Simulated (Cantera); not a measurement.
Cantera run, input and output.

```python
import numpy as np
import cantera as ct

gas = ct.Solution("h2o2.yaml")
gas.TPX = 650, 101325, {'H2': 1, 'O2': 0.179, 'N2': 0.671}
flame = ct.FreeFlame(gas, width=0.04)
flame.set_refine_criteria(ratio=3, slope=0.08, curve=0.16)
flame.transport_model = "mixture-averaged"
flame.solve(loglevel=0, auto=True)
z, T = flame.grid, flame.T
thick = (T[-1] - T[0]) / np.gradient(T, z).max()
show = ['H2', 'O2', 'H', 'HO2', 'H2O', 'OH']
print(f"laminar burning velocity  {flame.velocity[0] * 100:.3f} cm/s")
print(f"burnt temperature         {T[-1]:.1f} K")
print(f"thermal thickness         {thick * 1e3:.4f} mm")
print(f"grid points               {len(z)}")
z0 = z[flame.heat_release_rate.argmax()]
print(f"{'z/mm':>9s}{'T/K':>9s}{'u/(m/s)':>9s}" + "".join(f"{s:>11s}" for s in show))
rows = []
for k in (-3, -2, -1.5, -1, -0.5, -0.25, 0, 0.25, 0.5, 1, 2, 4, 8):
    zz = z0 + k * thick
    rows.append([k * thick, np.interp(zz, z, T), np.interp(zz, z, flame.velocity),
                 *(np.interp(zz, z, flame.X[gas.species_index(s)]) for s in show)])
    print(f"{rows[-1][0] * 1e3:9.3f}{rows[-1][1]:9.1f}{rows[-1][2]:9.3f}" + "".join(f"{x:11.3e}" for x in rows[-1][3:]))
```

Output:

```
laminar burning velocity  948.178 cm/s
burnt temperature         2116.6 K
thermal thickness         0.4936 mm
grid points               144
     z/mm      T/K  u/(m/s)         H2         O2          H        HO2        H2O         OH
   -1.481    650.0    9.482  5.405e-01  9.676e-02  1.189e-14  2.356e-12  1.402e-13  1.632e-17
   -0.987    650.0    9.482  5.405e-01  9.676e-02  1.282e-11  3.639e-10  2.442e-11  1.461e-14
   -0.740    650.0    9.482  5.405e-01  9.676e-02  1.777e-09  2.237e-08  1.521e-09  1.868e-12
   -0.494    650.1    9.483  5.405e-01  9.676e-02  6.116e-07  2.334e-06  4.103e-07  1.904e-09
   -0.247    680.1    9.872  5.364e-01  9.637e-02  6.404e-04  1.929e-04  1.679e-03  7.103e-05
   -0.123    870.5   12.383  5.073e-01  9.019e-02  9.899e-03  1.207e-04  1.969e-02  3.853e-04
    0.000   1219.3   16.926  4.182e-01  5.599e-02  4.889e-02  5.334e-05  9.312e-02  1.393e-03
    0.123   1456.0   20.111  3.437e-01  1.313e-02  8.055e-02  1.223e-05  1.764e-01  1.949e-03
    0.247   1554.5   21.386  3.296e-01  2.145e-03  8.234e-02  1.903e-06  1.989e-01  1.871e-03
    0.494   1649.7   22.551  3.344e-01  1.955e-04  7.207e-02  1.734e-07  2.040e-01  1.984e-03
    0.987   1752.1   23.769  3.442e-01  7.160e-05  5.759e-02  6.989e-08  2.059e-01  2.023e-03
    1.975   1852.6   24.937  3.543e-01  4.439e-05  4.276e-02  4.590e-08  2.078e-01  1.860e-03
    3.949   1940.1   25.932  3.632e-01  2.333e-05  2.958e-02  2.670e-08  2.098e-01  1.519e-03
```

Detailed kinetics in Cantera: the H2/O2 subset of GRI-Mech 3.0, which has no nitrogen chemistry. Burning velocities carry a grid error of a few per cent, more on coarse grids.
